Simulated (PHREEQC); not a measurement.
0.13 g of hydrous ferric oxide (600 m²/g; 0.2 weak and 0.005 strong sites per Fe, Dzombak-Morel constants, diffuse double layer) in 1 kg of water with 0.001 mol/kgw of an inert sodium salt and 5.5e-06 mol/kgw NaH2PO4, at 25 °C; the pH is set by adding NaOH or the inert anion's acid. O2 is buffered at 0.21 atm. The system is closed to CO2. Nothing may precipitate in this run.

The numbers come from PHREEQC with the ion-association model, wateq4f.dat.

| pH | P sorbed (%) | surface charge σ (C/m²) | surface potential ψ (mV) |
|---|---|---|---|
| 3 | 100.0 | 0.247 | 232 |
| 3.5 | 100.0 | 0.170 | 223 |
| 4 | 100.0 | 0.114 | 208 |
| 4.5 | 100.0 | 0.075 | 189 |
| 5 | 100.0 | 0.048 | 166 |
| 5.5 | 100.0 | 0.030 | 142 |
| 6 | 100.0 | 0.018 | 116 |
| 6.5 | 100.0 | 0.010 | 89 |
| 7 | 100.0 | (withheld) | (withheld) |
| 7.5 | (withheld) | 0.002 | 32 |
| 8 | 98.6 | 0.000 | 3 |
| 8.5 | 89.2 | -0.002 | -26 |
| 9 | (withheld) | -0.005 | -53 |
| 9.5 | 10.7 | (withheld) | -80 |
| 10 | 1.4 | -0.016 | -107 |
| 10.5 | 0.2 | (withheld) | (withheld) |
| 11 | 0.0 | -0.055 | -155 |

Q: Some entries are withheld; supply them.

A: 
- 7, surface charge σ (C/m²): 0.005
- 7, surface potential ψ (mV): 61
- 7.5, P sorbed (%): 99.8
- 9, P sorbed (%): 49.8
- 9.5, surface charge σ (C/m²): -0.009
- 10.5, surface charge σ (C/m²): -0.029
- 10.5, surface potential ψ (mV): -133

H3PO4, which wateq4f.dat lacks, is added to it with the constant of phreeqc.dat. The oxide is taken as insoluble; below pH 4 it would dissolve.
